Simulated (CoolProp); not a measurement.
Chlorine along the isobar 8.1 MPa: fugacity coefficient from the reference equation and from simpler models built on Tc = 416.9 K, pc = 7.642 MPa, ω = 0.070; each cubic takes its own stable root.

Computed with CoolProp (reference Helmholtz-energy equation of state, Thol 2021).

```csv
T (K),phase,reference,van der Waals,Soave-Redlich-Kwong
315.2,liquid,0.1490,0.2766,0.1516
321.8,liquid,0.1710,0.2995,0.1738
328.4,liquid,0.1948,0.3232,0.1979
334.9,liquid,0.2200,0.3471,0.2233
341.5,liquid,0.2474,0.3720,0.2508
348.1,liquid,0.2764,0.3973,0.2799
354.7,liquid,0.3070,0.4231,0.3106
361.3,liquid,0.3392,0.4492,0.3427
367.9,liquid,0.3727,0.4757,0.3760
374.4,liquid,0.4070,0.5018,0.4100
381,liquid,0.4429,0.5285,0.4453
387.6,liquid,0.4797,0.5551,0.4812
394.2,liquid,0.5172,0.5815,0.5175
400.8,liquid,0.5551,0.6075,0.5537
407.3,liquid,0.5926,0.6326,0.5889
```
